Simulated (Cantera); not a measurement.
A closed system holds: 1 mol trisilylamine, 35 mol N2, at 0.000820 bar.

Method: chemical equilibrium by Gibbs-energy minimisation in Cantera with the NASA 1993 tables (ideal gas, pure condensed phases). Candidate condensed phases: Si, Si3N4; 18 gas species. The feed counts by its element totals alone. The tables' values for SiN are old estimates; treat these amounts as uncertain. Gases not in the tables: Si2H6 and higher silanes. The numbers say what is thermodynamically allowed, not how fast it happens. All values below are at 1725 °C.

Base state: N2 0.832, H2 0.0967, Si 0.0519, H 0.0174, Si2 0.000535, Si2N 0.000466, SiN 0.000354, SiH 0.000315 (mole fractions); condensed: Si(l).

Question: What changes in the equilibrium state with this change: pressure from 0.000820 bar to 0.133 bar?

Answer: 
```csv
species,before,after
N2,0.832,0.886
H2,0.0967,0.112
H,0.0174,0.00147
Si,0.0519,0.000319
Si2,0.000535,3.29e-6
Si3,0.000115,7.06e-7
"Si(l), mol",0.660,2.98
```
